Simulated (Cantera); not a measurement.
An isothermal, constant-pressure homogeneous reactor starts with H2 : O2 : N2 = 1.7 : 1 : 0.52 (molar parts), equivalence ratio 0.85, at 1075 K and 47000 Pa.

Computed with Cantera and the H2/O2 subset of GRI-Mech 3.0, which has no nitrogen chemistry. The temperature is held fixed by assumption; the heat of reaction is taken as removed at once.

x: mole fraction; the columns are a selection and need not sum to one.

```tsv
t (s)	x H2	x O2	x H2O2	x HO2	x H	x H2O
3.00e-5	0.528	0.311	2.73e-10	…	3.11e-7	4.23e-7
0.000108	0.306	0.215	1.10e-5	…	0.0712	0.220
0.000387	0.0222	0.0735	1.73e-5	…	0.000214	0.687
0.00139	0.0168	0.0711	5.27e-5	…	7.56e-6	0.694
0.00500	0.0134	0.0695	5.34e-5	…	5.98e-6	0.699
0.0180	0.00692	0.0665	2.98e-5	…	2.42e-6	0.708
0.0646	0.00173	0.0641	5.66e-6	…	3.36e-7	0.715
0.232	0.000268	0.0634	3.19e-7	…	1.94e-8	0.717
0.835	2.51e-5	0.0633	9.26e-9	…	9.43e-10	0.717
3.00	7.93e-8	0.0633	2.42e-10	…	4.75e-12	0.717
```

Fill in the missing entries.


- 3.00e-5, x HO2: 9.36e-8
- 0.000108, x HO2: 0.000194
- 0.000387, x HO2: 0.000128
- 0.00139, x HO2: 9.17e-5
- 0.00500, x HO2: 8.31e-5
- 0.0180, x HO2: 5.93e-5
- 0.0646, x HO2: 2.48e-5
- 0.232, x HO2: 5.57e-6
- 0.835, x HO2: 7.15e-7
- 3.00, x HO2: 6.84e-9
